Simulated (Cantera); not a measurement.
## SiH4 + HCl + H2 (silicon epitaxy and polysilicon growth)

Charge: 1 mol SiH4, 0.16 mol HCl, 4.6 mol H2, held at 1000 Pa.

These are equilibrium values from Cantera (NASA tables, ideal gas, pure condensed phases), not measurements of a reactor. Candidate condensed phases: Si; 19 gas species. The tables' values for SiCl3, SiCl are old estimates; treat these amounts as uncertain. The numbers say what is thermodynamically allowed, not how fast it happens.

| T (K) | log p H2 | log p HCl | log p SiCl4 | log p SiHCl3 | log p SiCl2 | n Si(s) |
|---|---|---|---|---|---|---|
| 825 | -2.00 | -4.56 | -4.41 | -4.76 | -7.06 | 0.961 |
| 900 | -2.00 | -4.20 | -4.49 | -4.84 | -6.27 | 0.968 |
| 975 | -2.01 | -3.94 | -4.69 | -5.00 | -5.66 | 0.977 |
| 1050 | -2.01 | -3.77 | -5.08 | -5.30 | -5.25 | 0.986 |
| 1125 | -2.01 | -3.69 | -5.72 | -5.79 | -5.05 | 0.991 |
| 1200 | -2.01 | -3.68 | -6.46 | -6.36 | -4.97 | 0.992 |
| 1275 | -2.01 | -3.68 | -7.17 | -6.90 | -4.93 | 0.992 |
| 1350 | -2.01 | -3.68 | -7.81 | -7.39 | -4.90 | 0.991 |
| 1425 | -2.01 | -3.68 | -8.39 | -7.83 | -4.87 | 0.991 |
| 1500 | -2.01 | -3.68 | -8.91 | -8.22 | -4.85 | 0.990 |
| 1575 | -2.01 | -3.68 | -9.38 | -8.58 | -4.83 | 0.990 |
| 1650 | -2.01 | -3.69 | -9.80 | -8.90 | -4.81 | 0.989 |
log p: log10 of the partial pressure in bar; n: condensed amount in mol.

From 825 K to 1650 K the condensed part is Si(s). The main Si-bearing gas is SiCl4 at 825 K and SiCl2 at 1650 K.
